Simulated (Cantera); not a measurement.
# Gas-phase reforming

An isothermal, constant-pressure homogeneous reactor starts with 27.0 % CH4, 73.0 % H2O, at 2050 K and 1.01 bar.

Computed with Cantera and GRI-Mech 3.0 (53 species, 325 reactions).

| t (s) | x CH4 | x H2O | x CH2CO | x C2H4 | x HCO | x C2H6 | x C2H |
|---|---|---|---|---|---|---|---|
| 2.00e-6 | 0.267 | 0.728 | 2.29e-11 | 3.42e-5 | 2.88e-9 | 2.51e-5 | 6.46e-12 |
| 8.29e-6 | 0.251 | 0.723 | 9.50e-8 | 0.00216 | 3.71e-7 | 0.000625 | 1.01e-8 |
| 3.44e-5 | 0.160 | 0.674 | 6.12e-5 | 0.0154 | 2.30e-6 | 0.000951 | 2.05e-6 |
| 0.000143 | 0.0618 | 0.591 | 0.000235 | 0.00206 | 8.39e-7 | 0.000127 | 6.04e-6 |
| 0.000591 | 0.0205 | 0.519 | 0.000214 | 0.000335 | 3.50e-7 | 1.48e-5 | 6.48e-6 |
| 0.00245 | 0.0122 | 0.414 | 9.35e-5 | 0.000150 | 1.90e-7 | 4.16e-6 | 3.35e-6 |
| 0.0102 | 0.00515 | 0.311 | 1.41e-5 | 3.03e-5 | 1.14e-7 | 5.80e-7 | 5.94e-7 |
| 0.0421 | 8.41e-5 | 0.281 | 3.15e-8 | 4.19e-8 | 8.50e-8 | 1.47e-10 | 9.63e-10 |
| 0.175 | 2.75e-9 | 0.281 | <1e-12 | <1e-12 | 8.52e-8 | <1e-12 | <1e-12 |
| 0.724 | 2.75e-9 | 0.281 | <1e-12 | <1e-12 | 8.52e-8 | <1e-12 | <1e-12 |
| 3.00 | 2.75e-9 | 0.281 | <1e-12 | <1e-12 | 8.52e-8 | <1e-12 | <1e-12 |
x: mole fraction; the columns are a selection and need not sum to one.

Equilibrium at this temperature and pressure: CH4 3.26e-9, H2O 0.281, CH2CO <1e-12, C2H4 <1e-12, HCO 8.52e-8, C2H6 <1e-12, C2H <1e-12 (gas phase only).
